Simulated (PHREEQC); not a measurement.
A column of 0.5 m (40 cells, dispersivity 0.04 m, 3600 s a shift, diffusion coefficient 3e-10 m²/s) holds 0.24 eq of the database's cation exchanger X per kg of pore water, first in equilibrium with 19 mmol/kgw LiCl, 0.38 mmol/kgw Na2SO4 and 0.01 mmol/kgw HCl. It is flushed with 64 mmol/kgw KBr, 82 mmol/kgw (NH4)2SO4, 15 mmol/kgw KCl and 0.01 mmol/kgw HCl, at 25 °C. Values are for the last cell. The system is closed to CO2. Precipitation was switched off in this run.

All values are PHREEQC results (ion-association model, phreeqc.dat), not measurements.

Question: Predict Li in solution (mol/kgw), Na in solution (mol/kgw), LiX on the exchanger (mol/kgw) at pore volumes = 1.363, 4.662, 4.812.

Answer: 
| pore volumes | Li in solution (mol/kgw) | Na in solution (mol/kgw) | LiX on the exchanger (mol/kgw) |
|---|---|---|---|
| 1.363 | 0.198 | 0.00891 | 0.225 |
| 4.662 | 3.81e-5 | 2.78e-6 | 7.73e-6 |
| 4.812 | 2.49e-5 | 1.85e-6 | 5.06e-6 |

Complexes and solids missing from the database can't appear.
